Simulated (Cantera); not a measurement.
A freely propagating, adiabatic, planar premixed flame of H₂ : O₂ : N₂ = 1 : 0.357 : 1.34 (molar parts), equivalence ratio 1.4, unburnt at 675 K and 1.10 bar; mixture-averaged transport, grid criteria slope 0.08 and curve 0.16, no radiation.

Detailed kinetics in Cantera: the H2/O2 subset of GRI-Mech 3.0, which has no nitrogen chemistry. Burning velocities carry a grid error of a few per cent, more on coarse grids.

Problem. Predict: laminar burning velocity; thermal thickness; peak x(H); peak x(HO₂); peak x(O).

Solution. 
```
Item                          Value
------------------------  ---------
laminar burning velocity  1090 cm/s
thermal thickness          0.425 mm
peak x(H)                    0.0910
peak x(HO₂)                0.000245
peak x(O)                   0.00942
```
